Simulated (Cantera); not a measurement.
Cantera run, input and output.

```python
import numpy as np
import cantera as ct

gas = ct.Solution("gri30.yaml")


def delay(T, t_max=10):
    gas.TPX = T, 620000, {'CO': 1, 'H2': 0.14, 'O2': 0.385, 'N2': 1.04}
    reactor = ct.IdealGasReactor(gas, clone=False)
    net = ct.ReactorNet([reactor])
    net.rtol, net.atol = 1e-8, 1e-16
    while net.time < t_max:
        t_old, T_old = net.time, reactor.T
        net.step()
        if reactor.T > T + 400:  # ignition: a rise of 400 K
            return t_old + (T + 400 - T_old) / (reactor.T - T_old) * (net.time - t_old)
    return np.nan


taus = []
for T in [900, 975, 1050, 1125, 1200, 1275]:
    taus.append(delay(T))
    print(f"T0 = {T:6g} K   tau = {taus[-1]:.4e} s")
```

It prints:

```
T0 =    900 K   tau = 2.8692e-02 s
T0 =    975 K   tau = 3.4253e-03 s
T0 =   1050 K   tau = 5.0096e-04 s
T0 =   1125 K   tau = 8.0954e-05 s
T0 =   1200 K   tau = 2.2555e-05 s
T0 =   1275 K   tau = 1.1081e-05 s
```

Detailed kinetics in Cantera: GRI-Mech 3.0 (53 species, 325 reactions). The hydrogen kinetics of GRI-Mech 3.0 are dated; newer H2 mechanisms differ, most at raised pressure. Below about 950 K walls govern HO2 and H2O2 in real vessels.
